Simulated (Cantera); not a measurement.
A jet of 4.20 % H2, 10.8 % O2, 85.0 % N2 at 300 K and 72.8 Torr hits a platinum plate 7.5 cm away at a mass flux of 0.16 kg/m²/s; the plate temperature is set and raised in steps from an oxygen-covered start.

Detailed kinetics in Cantera: Deutschmann's 1995 Pt surface mechanism with GRI-Mech 3.0 gas chemistry. Catalytic surfaces can have several steady states; this one follows from the mechanism file's or the stated starting coverage.

x: mole fraction at the wall; θ: surface coverage.

```
plate T (K)  wall x H2  wall x O2  wall x H2O  wall x OH  θ free Pt   θ O*       θ OH*
-----------  ---------  ---------  ----------  ---------  ---------  -----  ----------
700            0.00334     0.0660      0.0747      <1e-8     0.0939  0.901  (withheld)
750            0.00311     0.0660      0.0746      <1e-8      0.105  0.891  (withheld)
800            0.00261     0.0656      0.0752      <1e-8      0.131  0.866  (withheld)
850            0.00204     0.0651      0.0759    1.63e-8      0.175  0.822  (withheld)
900            0.00161     0.0647      0.0764    5.18e-8      0.232  0.766  (withheld)
950            0.00131     0.0645      0.0767    1.43e-7      0.296  0.702  (withheld)
```

What belongs in the gaps?


- 700, θ OH*: 0.00488
- 750, θ OH*: 0.00373
- 800, θ OH*: 0.00310
- 850, θ OH*: 0.00272
- 900, θ OH*: 0.00242
- 950, θ OH*: 0.00214
